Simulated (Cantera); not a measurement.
Feed: 1 mol (CH₃)₂SiCl₂, 2.5 mol CH₄, 170 mol H₂, at 2423 K and 443 Torr.

These are equilibrium values from Cantera (NASA tables, ideal gas, pure condensed phases), not measurements of a reactor. Candidate condensed phases: C, C₆H₆, C₇H₈, C₈H₁₈, Si, SiC; 109 gas species. The feed counts by its element totals alone. The tables' values for SiCl are old estimates; treat these amounts as uncertain. Gases not in the tables: Si₂H₆ and higher silanes. The numbers say what is thermodynamically allowed, not how fast it happens.

Base state: H₂ 0.957, H 0.0226, HCl 0.0107, C₂H₂ (acetylene) 0.00741, Si 0.000882, SiH 0.000198, SiC₂ 0.000182, Cl 0.000180 (mole fractions); condensed: C(graphite) + SiC(s).

Task: What changes in the equilibrium state with this change: temperature from 2423 K to 2575 K?

Result: 
```csv
species,before,after
H₂,0.957,0.929
H,0.0226,0.0435
C₂H₂ (acetylene),0.00741,0.0111
HCl,0.0107,0.0104
Si,0.000882,0.00300
Si₂,4.16e-6,1.93e-5
SiC₂,0.000182,0.000776
C₂H,1.06e-5,4.33e-5
Si₂C,0.000103,0.000354
SiH,0.000198,0.000526
"C(graphite), mol",0.988,0
"SiC(s), mol",0.692,0
```

Task: What changes in the equilibrium state with this change: 0.63 mol Cl₂ added?

Result: 
```
species             before     after
----------------  --------  --------
H₂                   0.957     0.951
H                   0.0226    0.0225
HCl                 0.0107    0.0174
Cl                0.000180  0.000293
Si                0.000882  0.000882
SiCl₂              3.76e-5   9.90e-5
SiCl               4.09e-5   6.64e-5
CH₄                9.23e-5   9.10e-5
CH₃                3.98e-5   3.94e-5
SiH₂              0.000146  0.000145
C(graphite), mol     0.988      1.01
SiC(s), mol          0.692     0.675
```

Task: What changes in the equilibrium state with this change: temperature from 2423 K to 2298 K?

Result: 
| species | before | after |
|---|---|---|
| H₂ | 0.957 | 0.972 |
| H | 0.0226 | 0.0123 |
| HCl | 0.0107 | 0.0109 |
| C₂H₂ (acetylene) | 0.00741 | 0.00416 |
| Si | 0.000882 | 0.000222 |
| SiC₂ | 0.000182 | 3.04e-5 |
| Si₂C | 0.000103 | 1.79e-5 |
| C(graphite), mol | 0.988 | 2.04 |
| SiC(s), mol | 0.692 | 0.917 |
